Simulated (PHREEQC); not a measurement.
Solution (25 °C): 0.034 mol Cu(BF4)2, 0.0035 mol HBF4 and 0.00072 mol KCl per kg of water. Closed to the air; pH follows from the charge balance.

Model: ion-association model, wateq4f.dat, run in PHREEQC.

Each row changes one thing in this solution. This is a speciation only: nothing precipitates in the calculation.

| case | pH | ionic strength (mol/kgw) | BF4- (mol/kgw) | HF (mol/kgw) | BF3OH- (mol/kgw) | F- (mol/kgw) |
|---|---|---|---|---|---|---|
| as made | 2.44 | 0.106 | 0.0663 | 0.00737 | 0.00323 | 0.00183 |
| Cu(BF4)2 replaced by NaBF4 at the same molality | 2.49 | 0.0385 | 0.0338 | 0.00637 | 0.00193 | 0.00159 |
| diluted 100-fold with water | 3.18 | 0.00171 | 7.08e-5 | (withheld) | 2.19e-5 | (withheld) |
| diluted 5-fold with water | (withheld) | 0.0220 | 0.0117 | 0.00424 | (withheld) | 0.00212 |
| temperature from 25 to 55 °C | 2.50 | 0.105 | 0.0645 | (withheld) | 0.00356 | 0.00195 |

### Question
Complete the blanks.

### Answer

- diluted 100-fold with water, HF (mol/kgw): 0.00119
- diluted 100-fold with water, F- (mol/kgw): 0.00125
- diluted 5-fold with water, pH: 2.81
- diluted 5-fold with water, BF3OH- (mol/kgw): 0.00101
- temperature from 25 to 55 °C, HF (mol/kgw): 0.0119

Constants without temperature data keep their 25 °C values here. Real BF4- forms and hydrolyses slowly; the run takes it at equilibrium.
